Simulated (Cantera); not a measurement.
An isothermal, constant-pressure homogeneous reactor starts with C2H6 : H2 = 1 : 14 (molar parts), at 1225 K and 0.770 bar. Integrator tolerance rtol = 1e-08.

Model: GRI-Mech 3.0 (53 species, 325 reactions), integrated in Cantera. GRI-Mech 3.0 stops at C3 and has no aromatics, soot or wall deposition, so with more carbon than oxygen in the feed, carbon stays in small species such as C2H2 where larger ones or solid carbon would form.

Q: What does this change do: pressure from 0.770 bar to 0.610 bar?

A: 
| quantity | before | after |
|---|---|---|
| x(C2H6) at 50.0 s | 3.05e-5 (gas-phase equilibrium 1.82e-5) | 4.79e-5 (gas-phase equilibrium 1.81e-5) |
| x(H2) at 50.0 s | 0.867 (gas-phase equilibrium 0.867) | 0.868 (gas-phase equilibrium 0.867) |
| x(C2H2) at 50.0 s | 8.19e-5 (gas-phase equilibrium 4.40e-5) | 0.000210 (gas-phase equilibrium 6.99e-5) |
| x(C2H4) at 50.0 s | 0.000432 (gas-phase equilibrium 0.000241) | 0.000872 (gas-phase equilibrium 0.000303) |
| x(CH4) at 50.0 s | 0.132 (gas-phase equilibrium 0.133) | 0.131 (gas-phase equilibrium 0.132) |

Q: What does this change do: H2 14 to 1.7 parts?

A: 
```tsv
quantity	before	after
x(C2H6) at 50.0 s	3.05e-5 (gas-phase equilibrium 1.82e-5)	0.00164 (gas-phase equilibrium 0.000941)
x(H2) at 50.0 s	0.867 (gas-phase equilibrium 0.867)	0.395 (gas-phase equilibrium 0.349)
x(C2H2) at 50.0 s	8.19e-5 (gas-phase equilibrium 4.40e-5)	0.0198 (gas-phase equilibrium 0.0140)
x(C2H4) at 50.0 s	0.000432 (gas-phase equilibrium 0.000241)	0.0489 (gas-phase equilibrium 0.0309)
x(CH4) at 50.0 s	0.132 (gas-phase equilibrium 0.133)	0.535 (gas-phase equilibrium 0.605)
```
